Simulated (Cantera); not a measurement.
Input: 1 mol HgO, 0.02 mol O₂, 14 mol N₂, 4.6 mol H₂, equilibrated at 825 K and 0.133 bar.

Cantera equilibrium calculation (NASA polynomials, part measured and part estimated; ideal gas, pure solids and liquids). Candidate condensed phases: H₂O, Hg, HgO; 25 gas species. The numbers say what is thermodynamically allowed, not how fast it happens.

Base state: N₂ 0.714, H₂ 0.182, H₂O 0.0531, Hg 0.0510, NH₃ 2.04e-5 (mole fractions); condensed: gas only.

Question: What changes in the equilibrium state with this change: HgO replaced by Pb?

Answer: 
```
species      before    after
----------  -------  -------
N₂            0.714    0.753
H₂            0.182    0.245
H₂O          0.0531  0.00215
Hg           0.0510        0
NH₃         2.04e-5  3.28e-5
Pb(l), mol        0    1.000
```
Further candidate phases: Pb, PbO, PbO₂, Pb₃O₄.

Question: What changes in the equilibrium state with this change: temperature from 825 K to 475 K?

Answer: 
| species | before | after |
|---|---|---|
| N₂ | 0.714 | 0.715 |
| H₂ | 0.182 | 0.175 |
| H₂O | 0.0531 | 0.0533 |
| NH₃ | 2.04e-5 | 0.00492 |
| Hg | 0.0510 | 0.0513 |
